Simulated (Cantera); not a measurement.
An isothermal, constant-pressure homogeneous reactor starts with CH4 : H2O = 1 : 0.78 (molar parts), at 1900 K and 12.0 bar.

Model: GRI-Mech 3.0 (53 species, 325 reactions), integrated in Cantera. The pressure lies above the range GRI-Mech 3.0 was tuned for (to about 10 atm).

x: mole fraction; the columns are a selection and need not sum to one.

| t (s) | x CH4 | x H2O | x CO | x CH2CO | x HO2 |
|---|---|---|---|---|---|
| 2.00e-5 | 0.455 | 0.418 | 0.000538 | 7.01e-6 | 4.21e-12 |
| 8.89e-5 | 0.281 | 0.361 | 0.00262 | 6.65e-5 | 2.48e-12 |
| 0.000395 | 0.129 | 0.306 | 0.00941 | 8.83e-5 | 1.60e-12 |
| 0.00175 | ? | ? | ? | ? | 1.09e-12 |
| 0.00780 | ? | ? | ? | ? | <1e-12 |
| 0.0346 | 0.0413 | 0.0663 | 0.170 | 9.29e-6 | <1e-12 |
| 0.154 | 0.0305 | 0.0120 | 0.215 | 2.75e-6 | <1e-12 |
| 0.684 | 0.0273 | 0.000156 | 0.225 | 2.00e-6 | <1e-12 |
| 3.04 | 0.0273 | 4.41e-5 | 0.225 | 1.99e-6 | <1e-12 |
| 13.5 | 0.0273 | 4.41e-5 | 0.225 | 1.99e-6 | <1e-12 |
| 60.0 | 0.0273 | 4.41e-5 | 0.225 | 1.99e-6 | <1e-12 |

Question: What belongs in the gaps?

Answer: 
- 0.00175, x CH4: 0.0613
- 0.00175, x H2O: 0.251
- 0.00175, x CO: 0.0328
- 0.00175, x CH2CO: 7.39e-5
- 0.00780, x CH4: 0.0517
- 0.00780, x H2O: 0.164
- 0.00780, x CO: 0.0932
- 0.00780, x CH2CO: 3.51e-5
